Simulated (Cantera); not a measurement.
A closed system holds: 1 mol Si, 2.1 mol NF₃, at 0.330 bar.

Method: chemical equilibrium by Gibbs-energy minimisation in Cantera with the NASA 1993 tables (ideal gas, pure condensed phases). Candidate condensed phases: Si, Si₃N₄; 16 gas species. Rates play no part. All values below are at 677 °C.

Base state: N₂ 0.315, SiF₄ 0.312, F₂ 0.291, F 0.0548, NF₃ 0.0269 (mole fractions); condensed: gas only.

Question: What changes in the equilibrium state with this change: NF₃ from 2.1 to 1.3 mol?

Answer: 
```csv
species,before,after
SiF₄,0.312,0.606
N₂,0.315,0.394
F₂,0.291,<1e-9
F,0.0548,<1e-9
NF₃,0.0269,<1e-9
"Si₃N₄(s), mol",0,0.00833
```
